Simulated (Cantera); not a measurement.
**Fe + CO (metals in furnace atmospheres)**

Input: 1 mol Fe, 3.2 mol CO, equilibrated at 698 Torr.

These are equilibrium values from Cantera (NASA tables, ideal gas, pure condensed phases), not measurements of a reactor. Candidate condensed phases: C, Fe, Fe(CO)5, FeO, Fe2O3, Fe3O4; 15 gas species. Iron dissolves carbon and melts from about 1420 K in contact with it, which pure phases cannot show. Condensed phases not in the tables: cementite and carbon dissolved in iron. Rates play no part.

From 1550 K to 1650 K the condensed part is C(graphite) + Fe(γ). From 1675 K to 1725 K the condensed part is C(graphite) + Fe(δ). From 1750 K to 1775 K the condensed part is Fe(δ). The main Fe-bearing gas is Fe throughout.

```
T (K)  log p CO  log p CO2  log p Fe  n C(graphite)  n Fe(γ)  n Fe(δ)
-----  --------  ---------  --------  -------------  -------  -------
1550      -0.03      -3.43     -6.38        0.00129    1.000        0
1575      -0.03      -3.51     -6.17        0.00105    1.000        0
1600      -0.03      -3.60     -5.96       0.000865    1.000        0
1625      -0.03      -3.68     -5.76       0.000716    1.000        0
1650      -0.03      -3.76     -5.57       0.000596    1.000        0
1675      -0.03      -3.84     -5.38       0.000499        0    1.000
1700      -0.03      -3.91     -5.20       0.000420        0    1.000
1725      -0.03      -3.99     -5.03       0.000356        0    1.000
1750      -0.03      -4.06     -4.86              0        0    1.000
1775      -0.03      -4.12     -4.69              0        0    1.000
```
log p: log10 of the partial pressure in bar; n: condensed amount in mol.
